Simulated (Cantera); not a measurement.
# Ignition delay

Mixture: 12.5 % CH4, 1.02 % CO, 18.2 % O2, 68.3 % N2, equivalence ratio 1.4, at 0.355 atm, adiabatic and at constant pressure. Ignition delay is the time to a rise of 400 K.

Model: GRI-Mech 3.0 (53 species, 325 reactions), integrated in Cantera.

```csv
T0 (K),delay (ms)
1248,65.4
1348,16.7
1448,5.06
1548,1.86
1648,0.811
1748,0.404
1848,0.222
1948,0.131
2048,0.0820
2148,0.0540
```

```json
{
 "apparent activation energy between 1948 and 2148 K": "150 kJ/mol"
}
```
